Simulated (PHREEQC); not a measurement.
## Silver or lead bath: speciation

A solution holds 0.0058 mol Pb(NO3)2 and 0.00035 mol KBr per kg of water, at 20 °C. Closed to the air; pH follows from the charge balance.

Model: ion-association model, phreeqc.dat, run in PHREEQC.

This is a speciation only: nothing precipitates in the calculation.

**Question.** What pH, ionic strength does the model give?

**Answer.** pH 5.06; ionic strength 0.0166 mol/kgw.

**Question.** In which forms is Pb present?

**Answer.** Pb+2 90 %, PbNO3+ 8.8 %, PbBr+ 0.9 % of the Pb.

Species that the database lacks are ignored.
